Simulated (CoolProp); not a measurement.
Vapour pressure (MPa) of R1123: the reference equation beside estimates from Tc = 331.7 K, pc = 4.549 MPa, ω = 0.243. Clausius-Clapeyron is anchored at 272.1 K with a constant enthalpy of vaporisation of 14.19 kJ/mol.

Computed with CoolProp (reference Helmholtz-energy equation of state, Akasaka 2020).

```csv
T (K),reference,Lee-Kesler,Clausius-Clapeyron,Soave-Redlich-Kwong
208.9,0.08651,0.08552,0.1576,0.08586
217.9,0.1367,0.1358,0.2209,0.1360
226.9,0.2071,0.2066,0.3015,0.2066
236,0.3037,0.3041,0.4029,0.3040
245,0.4299,0.4315,0.5255,0.4316
254.1,0.5941,0.5972,0.6745,0.5983
263.1,0.7988,0.8034,0.8488,0.8068
272.1,1.052,1.058,1.052,1.065
281.2,1.364,1.371,1.289,1.384
290.2,1.736,1.742,1.556,1.763
299.3,2.183,2.190,1.860,2.219
308.3,2.706,2.713,2.197,2.748
317.3,3.321,3.329,2.571,3.363
326.4,4.052,4.061,2.987,4.081
```

Absolute difference from the reference over all 14 rows, mean and median: Lee-Kesler 0.4 and 0.4 %, Clausius-Clapeyron 25.9 and 20.5 %, Soave-Redlich-Kwong 0.9 and 0.9 %.
